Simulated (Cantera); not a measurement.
Charge: 1 mol PbO, 0.32 mol H₂, 0.97 mol N₂, held at 602 °C and 7.50 Torr.

Equilibrium computed with Cantera from the NASA thermochemical tables; the gas is ideal and each condensed phase is pure. Candidate condensed phases: H₂O, Pb, PbO, PbO₂, Pb₃O₄; 27 gas species. Equilibrium is a limit: real reactors are often held back by kinetics, nucleation or transport.

Base state: N₂ 0.752, H₂O 0.248, Pb 6.74e-5, H₂ 2.22e-5 (mole fractions); condensed: Pb(l) + PbO(yellow).

What changes in the equilibrium state with this change: temperature from 602 °C to 750 °C?


```json
[
 {"species": "N₂", "before": "0.752", "after": "0.750"},
 {"species": "H₂O", "before": "0.248", "after": "0.247"},
 {"species": "Pb", "before": "6.74e-5", "after": "0.00267"},
 {"species": "PbO", "before": "2.57e-7", "after": "6.43e-5"},
 {"species": "H₂", "before": "2.22e-5", "after": "3.95e-5"},
 {"species": "Pb(l), mol", "before": "0.320", "after": "0.317"},
 {"species": "PbO(yellow), mol", "before": "0.680", "after": "0.680"}
]
```
Mutual solubility and eutectic melting of coexisting phases are not modelled.
